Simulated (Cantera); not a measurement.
## Carbon deposition, reforming and gasification: C6H6 + CO2 + H2

Charge: 1 mol C6H6, 5.4 mol CO2, 10 mol H2, equilibrated at 1298.15 K.

Cantera equilibrium calculation (NASA polynomials, part measured and part estimated; ideal gas, pure solids and liquids). Candidate condensed phases: C, C6H6, C7H8, C8H18, H2O; 110 gas species. The ideal-gas law is rough above about 30 bar. The numbers say what is thermodynamically allowed, not how fast it happens.

```
P (Pa)     x H2   x CO     x H2O     x CH4     x CO2      x H    x C2H6  n C(graphite)
--------  -----  -----  --------  --------  --------  -------  --------  -------------
10        0.546  0.454   2.30e-7   2.37e-7   1.09e-7  7.94e-5    <1e-12          0.600
56        0.546  0.454   1.29e-6   1.33e-6   6.10e-7  3.35e-5    <1e-12          0.600
320       0.546  0.454   7.36e-6   7.60e-6   3.48e-6  1.40e-5    <1e-12          0.600
1800      0.546  0.454   4.14e-5   4.27e-5   1.96e-5  5.92e-6  4.51e-12          0.600
10000     0.546  0.454  0.000230  0.000237  0.000109  2.51e-6  1.39e-10          0.602
56000     0.544  0.453   0.00128   0.00132  0.000607  1.06e-6   4.32e-9          0.613
320000    0.534  0.448   0.00711   0.00727   0.00340  4.39e-7   1.34e-7          0.676
1800000   0.490  0.424    0.0347    0.0344    0.0171  1.77e-7   3.26e-6          0.981
10000000  0.369  0.343     0.117     0.108    0.0621  6.53e-8   4.30e-5           1.91
```
x: gas mole fraction; n: condensed amount in mol.

From 0.0750 Torr to 75000 Torr the condensed part is C(graphite). The main C-bearing gas is CO throughout.
